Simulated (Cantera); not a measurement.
Premixed flame

A freely propagating, adiabatic, planar premixed flame of 43.2 % H₂, 11.4 % O₂, 42.7 % N₂, 2.72 % H₂O, unburnt at 598 K and 1.80 bar; multicomponent transport, grid criteria slope 0.08 and curve 0.16, no radiation.

Computed with Cantera and the H2/O2 subset of GRI-Mech 3.0, which has no nitrogen chemistry. Burning velocities carry a grid error of a few per cent, more on coarse grids.

```
z (mm)   T (K)  u (m/s)   x H₂      x O₂   x H₂O       x O   x H₂O₂      x OH
-------  -----  -------  -----  --------  ------  --------  -------  --------
-0.619     598     8.79  0.432     0.114  0.0272     <1e-8    <1e-8     <1e-8
-0.413     598     8.79  0.432     0.114  0.0272     <1e-8    <1e-8     <1e-8
-0.309     598     8.79  0.432     0.114  0.0272     <1e-8    <1e-8     <1e-8
-0.206     598     8.79  0.432     0.114  0.0272     <1e-8    <1e-8     <1e-8
-0.103     625     9.15  0.428     0.113  0.0285   1.19e-5  6.15e-6   7.04e-5
-0.0516    862     12.4  0.398     0.106  0.0499  0.000306  1.95e-5  0.000754
0         1266     17.6  0.310    0.0725   0.125   0.00262  4.51e-6   0.00225
0.0516    1553     21.3  0.222    0.0245   0.218   0.00359  1.85e-6   0.00472
0.103     1686     23.0  0.195   0.00636   0.255   0.00245  1.12e-6   0.00566
0.206     1807     24.4  0.194   0.00130   0.267   0.00165  6.53e-7   0.00610
0.413     1927     25.8  0.202  0.000662   0.271   0.00111  3.57e-7   0.00590
0.825     2037     27.1  0.210  0.000367   0.275  0.000637  1.85e-7   0.00507
1.65      2126     28.0  0.216  0.000175   0.279  0.000310  9.50e-8   0.00389
```
x: mole fraction of selected species; z is measured from the peak of heat release.

| Quantity | Value |
|---|---|
| laminar burning velocity | 879 cm/s |
| thermal thickness | 0.206 mm |
| peak x(O) | 0.00377 |
| peak x(H₂O₂) | 2.03e-5 |
| peak x(OH) | 0.00612 |
| grid points | 119 |
